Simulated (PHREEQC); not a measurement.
# Copper plating or etch bath (model solution)

Dissolve 0.016 mol CuCl2 and 0.022 mol HNO3 per kg of water at 31 °C. Closed to the air; pH follows from the charge balance.

The numbers come from PHREEQC with the ion-association model, phreeqc.dat.

Each row changes one thing in this solution. No solid was allowed to form.

```json
[
 {"case": "as made", "pH": "1.73", "ionic strength (mol/kgw)": "0.0685", "Cu+2 (mol/kgw)": "0.0152", "CuOH+ (mol/kgw)": "4.58e-9"},
 {"case": "HNO3 from 0.022 to 0.011 mol/kgw", "pH": "2.03", "ionic strength (mol/kgw)": "0.0574", "Cu+2 (mol/kgw)": "0.0152", "CuOH+ (mol/kgw)": "9.35e-9"},
 {"case": "temperature from 31 to 45 °C", "pH": "1.74", "ionic strength (mol/kgw)": "0.0673", "Cu+2 (mol/kgw)": "0.0147", "CuOH+ (mol/kgw)": "4.37e-9"},
 {"case": "0.0023 mol/kgw Na2SO4 added", "pH": "1.75", "ionic strength (mol/kgw)": "0.0716", "Cu+2 (mol/kgw)": "0.0148", "CuOH+ (mol/kgw)": "4.60e-9"},
 {"case": "CuCl2 replaced by CuSO4 at the same molality", "pH": "1.86", "ionic strength (mol/kgw)": "0.0606", "Cu+2 (mol/kgw)": "0.0125", "CuOH+ (mol/kgw)": "5.12e-9"},
 {"case": "diluted 100-fold with water", "pH": "3.67", "ionic strength (mol/kgw)": "0.000700", "Cu+2 (mol/kgw)": "0.000160", "CuOH+ (mol/kgw)": "6.84e-9"},
 {"case": "diluted 2-fold with water", "pH": "2.02", "ionic strength (mol/kgw)": "0.0345", "Cu+2 (mol/kgw)": "0.00777", "CuOH+ (mol/kgw)": "5.09e-9"},
 {"case": "CuCl2 from 0.016 to 0.0032 mol/kgw", "pH": "1.72", "ionic strength (mol/kgw)": "0.0315", "Cu+2 (mol/kgw)": "0.00316", "CuOH+ (mol/kgw)": "1.05e-9"},
 {"case": "CuCl2 from 0.016 to 0.024 mol/kgw", "pH": "1.74", "ionic strength (mol/kgw)": "0.0909", "Cu+2 (mol/kgw)": "0.0225", "CuOH+ (mol/kgw)": "6.48e-9"}
]
```

Species that the database lacks are ignored. Constants without temperature data keep their 25 °C values here.
